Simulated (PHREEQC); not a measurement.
0.3 g of hydrous ferric oxide (600 m²/g; 0.2 weak and 0.005 strong sites per Fe, Dzombak-Morel constants, diffuse double layer) in 1 kg of water with 0.001 mol/kgw of an inert sodium salt and 9.9e-07 mol/kgw NaH2PO4, at 25 °C; the pH is set by adding NaOH or the inert anion's acid. Oxygen alone is held at its pressure in air (log pO2 = -0.68). No CO2 enters from the air. Precipitation was switched off in this run.

The series has 13 steps of pH, from 4 to 12.

Equilibrium calculation in PHREEQC: ion-association model, wateq4f.dat.

Q: Near which pH is half of the P sorbed, and on which side is more sorbed?

A: Near pH 9.2, with more sorbed at lower pH.

Species that the database lacks are ignored. H3PO4, which wateq4f.dat lacks, is added to it with the constant of phreeqc.dat.
